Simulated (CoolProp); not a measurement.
Model: reference Helmholtz-energy equation of state, Thol 2015, in CoolProp.

Q: For octamethylcyclotetrasiloxane (D4), give the phase and the cp (kJ/(kg K)), expansivity (1/kK), fugacity coefficient at 270.95 °C and 1.22 MPa.

A: 
- 270.95 °C and 1.22 MPa: liquid; cp 2.29, expansivity 3.95, fugacity coefficient 0.459
